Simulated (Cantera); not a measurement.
Input: 1 mol Pb, 11 mol N₂, at 777 °C.

These are equilibrium values from Cantera (NASA tables, ideal gas, pure condensed phases), not measurements of a reactor. Candidate condensed phases: Pb; 4 gas species. Kinetics and transport are ignored.

Q: Which condensed phases are stable at each of these points (P (Pa)): 10, 42, 180, 750, 3200, 13000, 56000, 240000, 1000000?

A: 
| P (Pa) | condensed phases | Pb condensed (%) |
|---|---|---|
| 10 | gas only | 0.0 |
| 42 | gas only | 0.0 |
| 180 | Pb(l) | 70.8 |
| 750 | Pb(l) | 93.1 |
| 3200 | Pb(l) | 98.4 |
| 13000 | Pb(l) | 99.6 |
| 56000 | Pb(l) | 99.9 |
| 240000 | Pb(l) | 100.0 |
| 1000000 | Pb(l) | 100.0 |

From 0.0750 Torr to 0.315 Torr nothing is condensed. From 1.35 Torr to 7500 Torr the condensed part is Pb(l).
